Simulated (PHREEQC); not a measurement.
A solution holds 0.002 mol K2CO3, 6.8e-07 mol H4SiO4 and 0.0028 mol KH2PO4 per kg of water, at 36 °C. Closed to the air; pH follows from the charge balance.

The numbers come from PHREEQC with the ion-association model, phreeqc.dat.

```tsv
quantity	before	after
pH	7.53	7.58
CO2 (mol/kgw)	0.000104	1.91e-5
```

Problem. What was changed between the two runs?
(A) H4SiO4 from 6.8e-07 to 1.36e-07 mol/kgw
(B) temperature from 36 to 10 °C
(C) diluted 5-fold with water
(D) 0.0046 mol/kgw TMAH added
(E) KH2PO4 replaced by KCl at the same molality

Solution. C, diluted 5-fold with water

This is a speciation only: nothing precipitates in the calculation. Constants without temperature data keep their 25 °C values here.
